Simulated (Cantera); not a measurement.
Cantera run:

```python
import numpy as np
import cantera as ct

gas_names = """
    C CN CO CO2 C2 CCN CNC C2N2 C2O C3 C3O2 C4 C4N2 C5 N NCO NO NO2 NO3 N2 N2O O O2 O3 Si SiC SiC2 SiN
    SiO SiO2 Si2 Si2C Si2N Si3
""".split()
cond_names = """
    C(gr) Si(cr) Si(L) SiC(b) SiO2(Lqz) SiO2(hqz) SiO2(L) Si2N2O(s) Si3N4(a)
""".split()


# ... load() reads the species with a 1 bar reference pressure and builds the phases ...
atoms = {
    'SiC': {'Si': 1, 'C': 1},
    'O2': {'O': 2},
    'N2': {'N': 2},
}
top_T = {'C(gr)': 4500, 'SiC(b)': 3050, 'Si2N2O(s)': 2100, 'Si3N4(a)': 2400}  # K; cautious upper limits of use, not melting points


# ... equilibrate(T, P, feed) seeds the gas with the atoms and calls Mixture.equilibrate('TP', solver="vcs", rtol=1e-11, max_steps=5000) ...
results = []
feed = {'SiC': 1, 'O2': 0.034, 'N2': 460}  # mol
P = 10000  # Pa
for T in [1150, 1250, 1350, 1450, 1550, 1650, 1750, 1850, 1950, 2050]:
    mix = equilibrate(T, P, feed)
    results.append((T, P, feed, dict(zip(mix.species_names, mix.species_moles))))

top = {s: max(r[3][s] / sum(r[3][g] for g in gas_names) for r in results) for s in gas_names}
cols = sorted((s for s in top if top[s] > 0.001), key=lambda s: -top[s])[:8]
seen = [c for c in cond_names if any(r[3].get(c, 0) > 1e-12 for r in results)]
print("log10 of partial pressures in bar; condensed amounts in mol")
print(f"{'T/K':>10s}" + "".join(f"{s[:9]:>10s}" for s in cols + seen))
for T, P, feed, n in results:
    ng = sum(n[g] for g in gas_names)
    print(f"{T:10.4g}" + "".join(f"{np.log10(max(n[s] / ng * P / 1e5, 1e-99)):10.3f}" for s in cols)
          + "".join(f"{n.get(c, 0):10.4g}" for c in seen))
```

It prints:

```
log10 of partial pressures in bar; condensed amounts in mol
       T/K        N2     C(gr)    SiC(b) Si2N2O(s)  Si3N4(a)
      1150    -1.000    0.9999         0   0.06794     0.288
      1250    -1.000     0.999         0   0.06701    0.2887
      1350    -1.000    0.9897         0   0.05774    0.2948
      1450    -1.000    0.9321         0         0    0.3333
      1550    -1.000         0    0.9323         0   0.02248
      1650    -1.000         0    0.9339         0   0.02135
      1750    -1.000         0    0.9418         0   0.01579
      1850    -1.000         0      0.96         0         0
      1950    -1.000         0    0.9472         0         0
      2050    -1.000         0    0.9317         0         0
```

Equilibrium computed with Cantera from the NASA thermochemical tables; the gas is ideal and each condensed phase is pure. N2 is the only nitrogen source here; it is nearly inert below about 1500 K, so the nitride shown seldom forms there in practice. Mutual solubility and eutectic melting of coexisting phases are not modelled.
